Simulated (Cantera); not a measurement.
Feed: 1 mol C3H6, 0.025 mol O2, 1.7 mol H2, equilibrated at 44.0 mbar.

Cantera equilibrium calculation (NASA polynomials, part measured and part estimated; ideal gas, pure solids and liquids). Candidate condensed phases: C, C6H6, C7H8, C8H18, H2O; 110 gas species. The numbers say what is thermodynamically allowed, not how fast it happens.

What share of the C ends up in condensed phases as a function of T (°C), at 1375, 1475, 1575, 1675, 1775, 1875, 1975, 2075, 2175, 2275, 2375, 2475, 2575, 2675?


```csv
T (°C),C condensed (%),as
1375,98.3,C(graphite)
1475,98.3,C(graphite)
1575,98.2,C(graphite)
1675,98.2,C(graphite)
1775,98.0,C(graphite)
1875,97.7,C(graphite)
1975,97.3,C(graphite)
2075,96.7,C(graphite)
2175,95.7,C(graphite)
2275,94.4,C(graphite)
2375,92.7,C(graphite)
2475,90.4,C(graphite)
2575,87.2,C(graphite)
2675,82.2,C(graphite)
```
